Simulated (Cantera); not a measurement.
Carbothermic reduction: CuO + CO + N2

Feed: 1 mol CuO, 4 mol CO, 1.8 mol N2, equilibrated at 7.50 Torr.

These are equilibrium values from Cantera (NASA tables, ideal gas, pure condensed phases), not measurements of a reactor. Candidate condensed phases: C, Cu, CuO, Cu2O; 27 gas species. Equilibrium is a limit: real reactors are often held back by kinetics, nucleation or transport.

```csv
T (K),x CO,x N2,x CO2,x Cu,x O,x O2,x NO,x Cu2,n Cu(s),n Cu(l)
1298,0.517,0.310,0.172,1.50e-5,<1e-12,<1e-12,2.62e-10,1.21e-9,1.000,0
1448,0.517,0.310,0.172,0.000332,1.42e-10,5.29e-11,9.36e-9,9.17e-8,0,0.998
1598,0.515,0.309,0.172,0.00386,9.16e-9,4.19e-9,1.70e-7,2.73e-6,0,0.977
1748,0.502,0.301,0.167,0.0291,2.89e-7,1.55e-7,1.84e-6,4.43e-5,0,0.825
1898,0.441,0.265,0.147,0.146,5.26e-6,3.22e-6,1.29e-5,0.000387,0,0
2048,0.441,0.265,0.147,0.147,6.24e-5,4.23e-5,7.17e-5,0.000157,0,0
2198,0.442,0.264,0.145,0.147,0.000521,0.000381,0.000310,7.14e-5,0,0
2348,0.447,0.263,0.137,0.146,0.00313,0.00230,0.00105,3.55e-5,0,0
2498,0.463,0.258,0.113,0.144,0.0127,0.00789,0.00254,1.87e-5,0,0
```
x: gas mole fraction; n: condensed amount in mol.

At 1298 K the condensed part is Cu(s). From 1448 K to 1748 K the condensed part is Cu(l). From 1898 K to 2498 K nothing is condensed. The main Cu-bearing gas is Cu throughout.
